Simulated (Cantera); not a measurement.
# Premixed flame

A freely propagating, adiabatic, planar premixed flame of H2 : O2 : N2 = 1 : 0.385 : 1.45 (molar parts), unburnt at 325 K and 3750 Torr; mixture-averaged transport, grid criteria slope 0.08 and curve 0.16, no radiation.

Computed with Cantera and the H2/O2 subset of GRI-Mech 3.0, which has no nitrogen chemistry. The hydrogen kinetics of GRI-Mech 3.0 are dated; newer H2 mechanisms differ, most at raised pressure. Burning velocities carry a grid error of a few per cent, more on coarse grids.

```tsv
z (mm)	T (K)	u (m/s)	x H2	x O2	x HO2	x H2O	x O	x H2O2
-0.135	325	3.13	0.353	0.136	<1e-8	<1e-8	<1e-8	<1e-8
-0.0899	325	3.13	0.353	0.136	<1e-8	1.57e-8	<1e-8	<1e-8
-0.0675	325	3.13	0.353	0.136	1.40e-8	2.45e-7	<1e-8	<1e-8
-0.0450	326	3.13	0.351	0.136	5.45e-7	8.13e-6	2.76e-8	8.50e-8
-0.0225	379	3.55	0.333	0.139	0.000173	0.00177	2.70e-6	2.53e-5
-0.0112	699	6.28	0.287	0.134	0.00118	0.0285	0.000142	0.000171
0	1188	10.4	0.218	0.104	0.000488	0.100	0.00149	7.82e-5
0.0112	1541	13.3	0.152	0.0610	0.000227	0.183	0.00376	8.31e-6
0.0225	1745	15.0	0.111	0.0298	0.000101	0.238	0.00439	3.50e-6
0.0450	1935	16.5	0.0874	0.00924	2.84e-5	0.276	0.00365	1.85e-6
0.0899	2089	17.6	0.0846	0.00374	1.08e-5	0.291	0.00229	9.78e-7
0.180	2209	18.5	0.0851	0.00184	4.98e-6	0.300	0.00112	5.51e-7
0.360	2290	19.1	0.0854	0.000779	1.97e-6	0.307	0.000462	3.03e-7
```
x: mole fraction of selected species; z is measured from the peak of heat release.

| Quantity | Result |
|---|---|
| laminar burning velocity | 313 cm/s |
| thermal thickness | 0.0450 mm |
| peak x(HO2) | 0.00123 |
| peak x(O) | 0.00439 |
| peak x(H2O2) | 0.000174 |
| grid points | 114 |
